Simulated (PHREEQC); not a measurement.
4.6 g of hydrous ferric oxide (600 m²/g; 0.2 weak and 0.005 strong sites per Fe, Dzombak-Morel constants, diffuse double layer) in 1 kg of water with 0.01 mol/kgw of an inert sodium salt and 4.2 mmol/kgw NaH2PO4 and 11 mmol/kgw Na2HAsO4, at 25 °C; the pH is set by adding NaOH or the inert anion's acid. Oxygen is held at 0.21 atm. No CO2 enters from the air. Precipitation was switched off in this run.

The series has 13 steps of pH, from 3 to 11.

The numbers come from PHREEQC with the ion-association model, wateq4f.dat.

Near which pH is half of the As sorbed, and on which side is more sorbed?

Near pH 8.6, with more sorbed at lower pH.

At which pH does the surface charge pass through zero?

Near pH 4.4.

H3PO4, which wateq4f.dat lacks, is added to it with the constant of phreeqc.dat. The oxide is taken as insoluble; below pH 4 it would dissolve.
